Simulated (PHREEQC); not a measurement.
A solution holds 68 mmol/kgw TMAH, 0.00024 mmol/kgw H4SiO4 and 0.35 mmol/kgw Na2CO3, at 25 °C. Closed to the air; pH follows from the charge balance.

Computed with PHREEQC (ion-association model, phreeqc.dat).

No solid was allowed to form.

Predict the pH.

pH 12.72.

In which forms is Si present?

H3SiO4- 60 %, H2SiO4-2 40 % of the Si.

(CH3)4N+ isn't in the database: it is added as a free cation with an ion size of 4 Å.
